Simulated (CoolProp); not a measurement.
Properties of ammonia along the isobar 14400 kPa (Tc = 405.6 K, pc = 11360 kPa, ω = 0.256).

Values from CoolProp's reference Helmholtz-energy equation of state, Gao 2020.

```csv
T (K),phase,density (kg/m³),cp (kJ/(kg K))
341,liquid,549.4,5.023
358.8,liquid,516.8,5.337
376.5,liquid,478.4,5.885
394.3,liquid,428.1,7.141
412,supercritical,340.0,13.38
429.8,supercritical,151.3,12.81
447.5,supercritical,112.1,6.739
465.3,supercritical,94.92,5.138
483,supercritical,84.34,4.410
500.8,supercritical,76.77,3.995
518.6,supercritical,70.96,3.732
536.3,supercritical,66.32,3.556
```

The peak of cp marks the crossing from liquid-like to gas-like fluid above the critical point.
